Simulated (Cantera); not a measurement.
A perfectly stirred reactor is fed with CH4 : O2 : N2 = 1 : 4.26 : 16 (molar parts), at 500000 Pa; it is adiabatic with a 600 K inlet, and is followed from long to short residence time, starting on the burning branch (τ in s: 0.2, 0.089, 0.039, 0.017, 0.0074, 0.0032, 0.0014, 0.00061, 0.00026, 0.00012, 5e-05, 2.2e-05, 9.5e-06).

Detailed kinetics in Cantera: GRI-Mech 3.0 (53 species, 325 reactions).

What does this change do: inlet temperature 600 to 398 K?


```csv
quantity,before,after
"blow-out, bracketed by the residence times tried","burning at 0.610 ms, out at 0.260 ms","burning at 7.40 ms, out at 3.20 ms"
x(CH4) at τ = 0.200 s,5.85e-6,1.64e-5
x(O2) at τ = 0.200 s,0.106,0.106
x(CH2CO) at τ = 0.200 s,1.43e-9,2.24e-8
x(H2O) at τ = 0.200 s,0.0939,0.0940
x(C2H) at τ = 0.200 s,<1e-12,<1e-12
x(CH4) at τ = 1.40 ms,0.000208,0.0470
x(O2) at τ = 1.40 ms,0.108,0.200
x(CH2CO) at τ = 1.40 ms,4.30e-7,<1e-12
x(H2O) at τ = 1.40 ms,0.0929,<1e-12
x(C2H) at τ = 1.40 ms,3.19e-11,<1e-12
```

What does this change do: inlet temperature 600 to 473 K?


| quantity | before | after |
|---|---|---|
| blow-out, bracketed by the residence times tried | burning at 0.610 ms, out at 0.260 ms | burning at 3.20 ms, out at 1.40 ms |
| x(CH4) at τ = 0.200 s | 5.85e-6 | 1.06e-5 |
| x(O2) at τ = 0.200 s | 0.106 | 0.106 |
| x(CH2CO) at τ = 0.200 s | 1.43e-9 | 7.39e-9 |
| x(H2O) at τ = 0.200 s | 0.0939 | 0.0940 |
| x(C2H) at τ = 0.200 s | <1e-12 | <1e-12 |
| x(CH4) at τ = 1.40 ms | 0.000208 | 0.0470 |
| x(O2) at τ = 1.40 ms | 0.108 | 0.200 |
| x(CH2CO) at τ = 1.40 ms | 4.30e-7 | <1e-12 |
| x(H2O) at τ = 1.40 ms | 0.0929 | <1e-12 |
| x(C2H) at τ = 1.40 ms | 3.19e-11 | <1e-12 |
